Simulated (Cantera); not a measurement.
What does this Cantera script print?

```python
import numpy as np
import cantera as ct

gas_names = """
    CL CL2 N N2 Si SiCL SiCL2 SiCL3 SiCL4 SiN Si2 Si2N Si3
""".split()
cond_names = """
    Si(cr) Si(L) Si3N4(a)
""".split()


# ... load() reads the species with a 1 bar reference pressure and builds the phases ...
atoms = {
    'Si': {'Si': 1},
    'Cl2': {'CL': 2},
    'N2': {'N': 2},
}
top_T = {'Si3N4(a)': 2400}  # K; cautious upper limits of use, not melting points


# ... equilibrate(T, P, feed) seeds the gas with the atoms and calls Mixture.equilibrate('TP', solver="vcs", rtol=1e-11, max_steps=5000) ...
results = []
P = 12000  # Pa
for T in [1375, 1400, 1425, 1450, 1475, 1500, 1525, 1550, 1575, 1600, 1625, 1650, 1675, 1700]:
    for m in [0.82, 1, 1.3, 1.7, 2.1, 2.7, 3.4, 4.2]:
        feed = {'Si': 1, 'Cl2': m, 'N2': 55}  # mol
        mix = equilibrate(T, P, feed)
        results.append((T, P, feed, dict(zip(mix.species_names, mix.species_moles))))

for T, P, feed, n in results:
    print(f"{T:7g} {feed['Cl2']:10.4g}  " + (" + ".join(c for c in cond_names if n.get(c, 0) > 1e-12) or "gas only"))
```

Result:

```
   1375       0.82  Si3N4(a)
   1375          1  Si3N4(a)
   1375        1.3  Si3N4(a)
   1375        1.7  Si3N4(a)
   1375        2.1  gas only
   1375        2.7  gas only
   1375        3.4  gas only
   1375        4.2  gas only
   1400       0.82  Si3N4(a)
   1400          1  Si3N4(a)
   1400        1.3  Si3N4(a)
   1400        1.7  Si3N4(a)
   1400        2.1  gas only
   1400        2.7  gas only
   1400        3.4  gas only
   1400        4.2  gas only
   1425       0.82  Si3N4(a)
   1425          1  Si3N4(a)
   1425        1.3  Si3N4(a)
   1425        1.7  Si3N4(a)
   1425        2.1  gas only
   1425        2.7  gas only
   1425        3.4  gas only
   1425        4.2  gas only
   1450       0.82  Si3N4(a)
   1450          1  Si3N4(a)
   1450        1.3  Si3N4(a)
   1450        1.7  gas only
   1450        2.1  gas only
   1450        2.7  gas only
   1450        3.4  gas only
   1450        4.2  gas only
   1475       0.82  Si3N4(a)
   1475          1  Si3N4(a)
   1475        1.3  Si3N4(a)
   1475        1.7  gas only
   1475        2.1  gas only
   1475        2.7  gas only
   1475        3.4  gas only
   1475        4.2  gas only
   1500       0.82  Si3N4(a)
   1500          1  Si3N4(a)
   1500        1.3  Si3N4(a)
   1500        1.7  gas only
   1500        2.1  gas only
   1500        2.7  gas only
   1500        3.4  gas only
   1500        4.2  gas only
   1525       0.82  Si3N4(a)
   1525          1  Si3N4(a)
   1525        1.3  Si3N4(a)
   1525        1.7  gas only
   1525        2.1  gas only
   1525        2.7  gas only
   1525        3.4  gas only
   1525        4.2  gas only
   1550       0.82  Si3N4(a)
   1550          1  Si3N4(a)
   1550        1.3  Si3N4(a)
   1550        1.7  gas only
   1550        2.1  gas only
   1550        2.7  gas only
   1550        3.4  gas only
   1550        4.2  gas only
   1575       0.82  Si3N4(a)
   1575          1  Si3N4(a)
   1575        1.3  gas only
   1575        1.7  gas only
   1575        2.1  gas only
   1575        2.7  gas only
   1575        3.4  gas only
   1575        4.2  gas only
   1600       0.82  Si3N4(a)
   1600          1  Si3N4(a)
   1600        1.3  gas only
   1600        1.7  gas only
   1600        2.1  gas only
   1600        2.7  gas only
   1600        3.4  gas only
   1600        4.2  gas only
   1625       0.82  Si3N4(a)
   1625          1  Si3N4(a)
   1625        1.3  gas only
   1625        1.7  gas only
   1625        2.1  gas only
   1625        2.7  gas only
   1625        3.4  gas only
   1625        4.2  gas only
   1650       0.82  Si3N4(a)
   1650          1  Si3N4(a)
   1650        1.3  gas only
   1650        1.7  gas only
   1650        2.1  gas only
   1650        2.7  gas only
   1650        3.4  gas only
   1650        4.2  gas only
   1675       0.82  Si3N4(a)
   1675          1  Si3N4(a)
   1675        1.3  gas only
   1675        1.7  gas only
   1675        2.1  gas only
   1675        2.7  gas only
   1675        3.4  gas only
   1675        4.2  gas only
   1700       0.82  Si3N4(a)
   1700          1  Si3N4(a)
   1700        1.3  gas only
   1700        1.7  gas only
   1700        2.1  gas only
   1700        2.7  gas only
   1700        3.4  gas only
   1700        4.2  gas only
```

These are equilibrium values from Cantera (NASA tables, ideal gas, pure condensed phases), not measurements of a reactor. N2 is the only nitrogen source here; it is nearly inert below about 1500 K, so the nitride shown seldom forms there in practice. The tables' values for SiCl3 are old estimates.
